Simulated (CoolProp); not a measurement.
Values from CoolProp's reference Helmholtz-energy equation of state, Thol 2017.

Q: For octamethyltrisiloxane (MDM), give the phase and the Z, cp (kJ/(kg K)), isothermal compressibility (1/MPa), expansivity (1/kK) at 575 K and 12.6 bar; 575 K and 35.9 bar.

A: 
- 575 K and 12.6 bar: gas; Z 0.616, cp 2.50, isothermal compressibility 1.59, expansivity 10.3
- 575 K and 35.9 bar: supercritical; Z 0.374, cp 2.52, isothermal compressibility 0.0576, expansivity 4.30
